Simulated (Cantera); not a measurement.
Input: 1 mol CO₂, 0.017 mol SO₂, 0.076 mol O₂, held at 2275 K and 29.0 Pa.

Equilibrium computed with Cantera from the NASA thermochemical tables; the gas is ideal and each condensed phase is pure. Candidate condensed phases: C, S; 22 gas species. The numbers say what is thermodynamically allowed, not how fast it happens.

Base state: CO 0.390, CO₂ 0.294, O₂ 0.193, O 0.111, SO₂ 0.00981, SO 0.00174, S 8.71e-5 (mole fractions); condensed: gas only.

Task: What changes in the equilibrium state with this change: pressure from 29.0 Pa to 0.133 bar?

Result: 
| species | before | after |
|---|---|---|
| CO₂ | 0.294 | 0.812 |
| O₂ | 0.193 | 0.100 |
| CO | 0.390 | 0.0697 |
| O | 0.111 | 0.00371 |
| SO₂ | 0.00981 | 0.0148 |
| S | 8.71e-5 | 5.51e-7 |
| SO | 0.00174 | 0.000170 |

Task: What changes in the equilibrium state with this change: temperature from 2275 K to 2625 K?

Result: 
```tsv
species	before	after
CO	0.390	0.473
O	0.111	0.413
O₂	0.193	0.0730
CO₂	0.294	0.0315
S	8.71e-5	0.00248
SO₂	0.00981	0.00179
SO	0.00174	0.00431
```

Task: What changes in the equilibrium state with this change: 0.097 mol CH₄ added?

Result: 
```
species   before     after
-------  -------  --------
CO         0.390     0.406
CO₂        0.294     0.231
O₂         0.193     0.110
H              0    0.0629
H₂O            0    0.0500
OH             0    0.0308
H₂             0    0.0159
O          0.111    0.0834
S        8.71e-5  0.000123
SO₂      0.00981   0.00789
SO       0.00174   0.00186
```
Further candidate phases: C₆H₆, C₇H₈, C₈H₁₈, H₂O, H₂SO₄.
